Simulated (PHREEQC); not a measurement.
A solution holds 0.0032 mol Pb(NO3)2 per kg of water, at 25 °C. Closed to the air; pH follows from the charge balance.

All values are PHREEQC results (ion-association model, phreeqc.dat), not measurements.

Precipitation was switched off in this run.

Problem. Predict the pH.

Solution. pH 5.18.

Problem. In which forms is N present?

Solution. NO3- 97 %, PbNO3+ 2.9 % of the N.
